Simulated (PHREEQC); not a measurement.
A solution holds 0.00069 mol/kgw Fe2(SO4)3 and 0.2 mol/kgw TMAH, at 25 °C. Closed to the air; pH follows from the charge balance.

The numbers come from PHREEQC with the ion-association model, wateq4f.dat.

Q: The ionic strength comes out as 0.202 mol/kgw. What activity coefficients do Fe(OH)4-, OH-, SO4-2 get?

A: Fe(OH)4- 0.74, OH- 0.71, SO4-2 0.29.

No solid was allowed to form. Saturation is exceeded, for instance for Fe(OH)3(a), Hematite (slow to form); the values hold only as long as no solid forms. Complexes and solids missing from the database can't appear. (CH3)4N+ isn't in the database: it is added as a free cation with an ion size of 4 Å.
